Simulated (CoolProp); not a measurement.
Tetrahydrofuran at several states: fugacity coefficient from the reference equation and from simpler models built on Tc = 540.2 K, pc = 5.304 MPa, ω = 0.234; each cubic takes its own stable root.

The numbers come from the reference Helmholtz-energy equation of state, Fiedler 2023 in CoolProp.

```csv
T (K),p (MPa),phase,reference,van der Waals,Redlich-Kwong,Soave-Redlich-Kwong,Peng-Robinson
522.7,1.85,gas,0.8696,0.8885,0.8719,0.8701,0.8584
456.7,18.6,liquid,0.1097,0.2116,0.1371,0.1170,0.1080
411.8,0.0815,gas,0.9878,0.9914,0.9888,0.9879,0.9872
464.2,3.86,liquid,0.3948,0.5890,0.4622,0.4067,0.3941
342.3,19.9,liquid,0.009931,0.07068,0.01734,0.01020,0.009584
345,4.53,liquid,0.02988,0.1564,0.04951,0.02978,0.02953
```
